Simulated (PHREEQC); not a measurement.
NaOH is added in steps, without added water, to 1 kg of water holding 0.062 mol/kgw H2SO4, 0.18 mol/kgw KNO3 and 0.0001 mol/kgw CO2, at 20 °C. Oxygen is held at 0.21 atm. CO2 from the air is kept out. The run lets Mirabilite, Nahcolite, Natron precipitate or redissolve, and no other solid.

Base run: PHREEQC, ion-association model, wateq4f.dat. Each further column changes one thing. The table gives pH.

```
NaOH added (mol)   base  diluted 2-fold with water  diluted 10-fold with water  0.0029 mol/kgw PbCl2 added  no solid may form
----------------  -----  -------------------------  --------------------------  --------------------------  -----------------
0                  1.17                       1.44                        2.04                        1.17               1.17
0.02531            1.30                       1.70                  (withheld)                        1.29               1.30
0.05063            1.45                       2.25                       12.65                        1.44               1.45
0.07594            1.67                      12.17                       12.86                  (withheld)               1.67
0.1013             2.03                      12.61                       12.99                        2.02               2.03
0.1266            11.37                      12.82                       13.09                        6.73              11.37
0.1434            12.28                 (withheld)                  (withheld)                       11.91              12.28
0.1688            12.64                 (withheld)                       13.22                       12.51              12.64
0.1941            12.83                      13.12                       13.28                       12.75              12.83
0.2194            12.96                      13.19                       13.33                       12.91              12.96
0.2447            13.06                      13.26                       13.37                       13.02              13.06
0.27              13.14                      13.31                  (withheld)                       13.11              13.14
```

Task: Fill in the missing entries.

Result: 
- 0.02531, diluted 10-fold with water: 12.19
- 0.07594, 0.0029 mol/kgw PbCl2 added: 1.66
- 0.1434, diluted 2-fold with water: 12.92
- 0.1434, diluted 10-fold with water: 13.15
- 0.1688, diluted 2-fold with water: 13.03
- 0.27, diluted 10-fold with water: 13.41

 Solids allowed in the column '0.0029 mol/kgw PbCl2 added': Litharge, Cerrusite, Hydrocerrusite, Anglesite, Cotunnite, Laurionite, Larnakite, Halite, Mirabilite, Nahcolite, Natron.
